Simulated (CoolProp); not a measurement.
R245ca at several states: fugacity coefficient from the reference equation and from simpler models built on Tc = 447.6 K, pc = 3941 kPa, ω = 0.355; each cubic takes its own stable root.

Values from CoolProp's reference Helmholtz-energy equation of state, Zhou 2016.

| T (K) | p (kPa) | phase | reference | van der Waals | Redlich-Kwong | Soave-Redlich-Kwong | Peng-Robinson |
|---|---|---|---|---|---|---|---|
| 213.1 | 3390 | liquid | 0.0002258 | 0.02903 | 0.001552 | 0.0002519 | 0.0002771 |
| 372.2 | 667 | gas | 0.8873 | ___ | 0.9038 | 0.8944 | 0.8876 |
| 275.8 | 186 | liquid | 0.2054 | 0.9572 | 0.5531 | 0.2061 | 0.2104 |
| 251.6 | 122 | liquid | 0.08848 | ___ | 0.3183 | 0.08980 | 0.09410 |
| 425.6 | 4480 | liquid | 0.4622 | ___ | 0.5051 | 0.4785 | 0.4601 |
| 227.6 | 28.9 | liquid | 0.07476 | 0.9898 | 0.3861 | 0.07868 | 0.08561 |

Task: Some entries are withheld; supply them.

Result: 
- 372.2, van der Waals: 0.9224
- 251.6, van der Waals: 0.9656
- 425.6, van der Waals: 0.5605

At some of these states van der Waals gives the other phase, because its saturation line lies elsewhere.
